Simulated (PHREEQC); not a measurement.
Acid mine or pickling water (model solution)

Synthetic water in mg/kgw, 25 °C, pH 3.68, pe 11:

```tsv
constituent	mg/kgw
Na	51.3
K	23.7
Ca	55.4
Mg	6.07
Cl	62.9
S(6) as SO4	226
Pb	3.05
Zn	2.92
Cu(2)	0.496
```

Na is adjusted to close the charge balance.
Valence states are taken as typed.

All values are PHREEQC results (ion-association model, phreeqc.dat), not measurements.

This is a speciation only: nothing precipitates in the calculation.

Task: Estimate the ionic strength, specific conductance.

Result: ionic strength 0.00940 mol/kgw; specific conductance 779 µS/cm.

Task: In which forms is Zn present?

Result: Zn+2 82 %, ZnSO4 18 % of the Zn.
